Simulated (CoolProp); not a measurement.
Vapour-liquid equilibrium of R152A (1) + R113 (2) at 0.24 MPa; x and y are mole fractions of (1).

Computed with CoolProp (multi-fluid Helmholtz-energy mixture model, Outcalt 1996 and Marx 1992; pair parameters Bell 2016).

```
x     bubble temperature, mixture model (°C)  bubble temperature, Raoult's law (°C)  y, mixture model  y, Raoult's law
----  --------------------------------------  -------------------------------------  ----------------  ---------------
0.05                                    56.8                                   63.5             0.438            0.339
0.2                                     25.7                                   39.4             0.828            0.745
0.35                                    13.6                                   25.3             0.907            0.877
0.5                                      7.9                                   15.8             0.936            0.936
0.65                                     4.4                                    8.7             0.953            0.967
0.8                                      1.6                                    3.2             0.969            0.985
0.95                                    -1.5                                   -1.3             0.990            0.997
```

The largest gap from Raoult's law is -13.7 K in bubble temperature, at x = 0.2. No azeotrope shows between x = 0.05 and 0.95.

Pair parameters are fitted to limited data, so mixtures are less certain than the pure fluids.
